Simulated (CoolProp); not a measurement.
Aqueous ethanol as a coolant, 35 % by mass, freezing at -24.9 °C, 1 atm.

Model: Melinder's fits for secondary coolants, in CoolProp.

```tsv
T (°C)	Prandtl number	density (kg/m³)	viscosity (mPa s)	conductivity (W/(m K))
-18.9	(withheld)	968.0	(withheld)	0.364
-13.2	168	(withheld)	(withheld)	0.367
-7.5	117	962.1	10.9	(withheld)
-1.8	83.6	958.9	7.76	0.373
3.9	61.7	955.5	5.73	0.376
9.6	(withheld)	(withheld)	4.35	0.380
15.3	36.4	948.3	3.39	0.383
20.9	29.0	944.5	2.71	0.386
26.6	(withheld)	940.6	2.20	0.389
32.3	19.3	936.6	1.81	0.392
```

Some entries are withheld; supply them.


- -18.9, Prandtl number: 252
- -18.9, viscosity (mPa s): 23.5
- -13.2, density (kg/m³): 965.2
- -13.2, viscosity (mPa s): 15.7
- -7.5, conductivity (W/(m K)): 0.370
- 9.6, Prandtl number: 46.8
- 9.6, density (kg/m³): 952.0
- 26.6, Prandtl number: 23.5
